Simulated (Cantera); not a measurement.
Input: 1 mol SiHCl3, 46 mol N2, held at 1875 K and 10000 Pa.

Cantera equilibrium calculation (NASA polynomials, part measured and part estimated; ideal gas, pure solids and liquids). Candidate condensed phases: NH4Cl, Si, Si3N4; 28 gas species. The tables' values for SiCl3, SiCl are old estimates; treat these amounts as uncertain. Kinetics and transport are ignored.

Base state: N2 0.959, SiCl2 0.0195, HCl 0.0185, SiCl3 0.00125, H2 0.00112, Cl 0.000867, SiCl4 0.000113, H 6.95e-5 (mole fractions); condensed: gas only.

Task: What changes in the equilibrium state with this change: 0.11 mol NH3 added?

Result: 
```json
[
 {"species": "N2", "before": "0.959", "after": "0.955"},
 {"species": "SiCl2", "before": "0.0195", "after": "0.0199"},
 {"species": "HCl", "before": "0.0185", "after": "0.0195"},
 {"species": "H2", "before": "0.00112", "after": "0.00397"},
 {"species": "SiCl4", "before": "0.000113", "after": "3.65e-5"},
 {"species": "H", "before": "6.95e-5", "after": "0.000131"},
 {"species": "SiCl", "before": "2.04e-5", "after": "3.73e-5"},
 {"species": "Cl", "before": "0.000867", "after": "0.000486"},
 {"species": "SiCl3", "before": "0.00125", "after": "0.000719"}
]
```

Task: What changes in the equilibrium state with this change: N2 from 46 to 5.2 mol?

Result: 
```json
[
 {"species": "N2", "before": "0.959", "after": "0.729"},
 {"species": "SiCl2", "before": "0.0195", "after": "0.122"},
 {"species": "HCl", "before": "0.0185", "after": "0.117"},
 {"species": "SiCl3", "before": "0.00125", "after": "0.0156"},
 {"species": "H2", "before": "0.00112", "after": "0.0113"},
 {"species": "SiHCl3", "before": "2.06e-6", "after": "8.15e-5"},
 {"species": "SiCl4", "before": "0.000113", "after": "0.00282"}
]
```
